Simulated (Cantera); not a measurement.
Mixture: CH4 : O2 : N2 = 1 : 0.909 : 4.45 (molar parts), equivalence ratio 2.2, at 810000 Pa, adiabatic and at constant pressure. Ignition delay is the time to a rise of 400 K.

Cantera simulation using GRI-Mech 3.0 (53 species, 325 reactions); the numbers are that mechanism's predictions, not measurements.

**Question.** What does this change do: pressure from 810000 Pa to 95000 Pa?

**Answer.** 
| quantity | before | after |
|---|---|---|
| delay at 1250 K | 6.38 ms | 47.1 ms |
| delay at 1400 K | 1.19 ms | 6.84 ms |
| delay at 1550 K | 0.255 ms | 1.28 ms |
| delay at 1700 K | 64.1 µs | 0.329 ms |
| apparent activation energy between 1625 and 1775 K | 200 kJ/mol | 190 kJ/mol |

**Question.** What does this change do: 0.011 parts C2H6 added?

**Answer.** 
```json
[
 {"quantity": "delay at 1250 K", "before": "6.38 ms", "after": "4.76 ms"},
 {"quantity": "delay at 1400 K", "before": "1.19 ms", "after": "0.934 ms"},
 {"quantity": "delay at 1550 K", "before": "0.255 ms", "after": "0.201 ms"},
 {"quantity": "delay at 1700 K", "before": "64.1 µs", "after": "51.0 µs"},
 {"quantity": "apparent activation energy between 1625 and 1775 K", "before": "200 kJ/mol", "after": "200 kJ/mol"}
]
```
